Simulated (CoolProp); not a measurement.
Computed with CoolProp (reference Helmholtz-energy equation of state, Younglove 1994). It is a modified Benedict-Webb-Rubin equation, recast in Helmholtz form.

Question: For R123, give the phase and the cp (kJ/(kg K)), conductivity (mW/(m K)), Prandtl number at 173.1 K and 0.0138 MPa; 484.1 K and 0.0149 MPa.

Answer: 
- 173.1 K and 0.0138 MPa: liquid; cp 0.926, conductivity 113, Prandtl number 30.5
- 484.1 K and 0.0149 MPa: gas; cp 0.855, conductivity 19.8, Prandtl number 0.724

Viscosity comes from a separate model (Tanaka 1996). Thermal conductivity comes from a separate model (Laesecke 1996).
